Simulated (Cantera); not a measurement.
An isothermal, constant-pressure homogeneous reactor starts with 0.196 % CO, 1.67 % O2, 0.147 % H2O, 98.0 % N2, equivalence ratio 0.059, at 1300 K and 10.0 bar.

Detailed kinetics in Cantera: GRI-Mech 3.0 (53 species, 325 reactions).

Predict: x(O2) at 20.0 s; x(H2O) at 20.0 s; x(CO2) at 20.0 s; x(NO) at 20.0 s.


```
Item                                                 Value
----------------  ----------------------------------------
x(O2) at 20.0 s      0.0157 (gas-phase equilibrium 0.0156)
x(H2O) at 20.0 s   0.00147 (gas-phase equilibrium 0.00147)
x(CO2) at 20.0 s   0.00196 (gas-phase equilibrium 0.00196)
x(NO) at 20.0 s   1.47e-7 (gas-phase equilibrium 0.000121)
```
